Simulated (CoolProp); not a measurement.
Neopentane along the isobar 21.4 bar: Z from the reference equation and from simpler models built on Tc = 160.6 °C, pc = 31.96 bar, ω = 0.196; each cubic takes its own stable root.

The numbers come from the reference Helmholtz-energy equation of state, Lemmon 2006 in CoolProp. It is a short technical equation, of lower accuracy than the large ones.

```
T (°C)   phase  reference  van der Waals  Redlich-Kwong  Peng-Robinson
------  ------  ---------  -------------  -------------  -------------
22.95   liquid     0.1063         0.1662         0.1150        0.09918
44.05   liquid     0.1033         0.1615            [?]        0.09686
65.25   liquid     0.1015         0.1588         0.1122            [?]
86.45   liquid        [?]         0.1587         0.1135        0.09680
107.55  liquid     0.1022         0.1626         0.1181         0.1004
128.75  liquid     0.1073         0.6602         0.1302            [?]
149.85     gas     0.6746         0.7244            [?]         0.6581
171.05     gas     0.7456         0.7686         0.7463         0.7272
192.25     gas     0.7930         0.8018         0.7889         0.7754
213.35     gas     0.8279         0.8279         0.8211         0.8117
234.55     gas     0.8550         0.8492         0.8467         0.8405
255.65     gas     0.8765         0.8668            [?]            [?]
276.85     gas     0.8942         0.8817         0.8846         0.8830
```

Q: Fill in the missing entries.

A: 
- 44.05, Redlich-Kwong: 0.1128
- 65.25, Peng-Robinson: 0.09594
- 86.45, reference: 0.1009
- 128.75, Peng-Robinson: 0.1102
- 149.85, Redlich-Kwong: 0.6863
- 255.65, Redlich-Kwong: 0.8674
- 255.65, Peng-Robinson: 0.8637

At some of these states van der Waals gives the other phase, because its saturation line lies elsewhere.
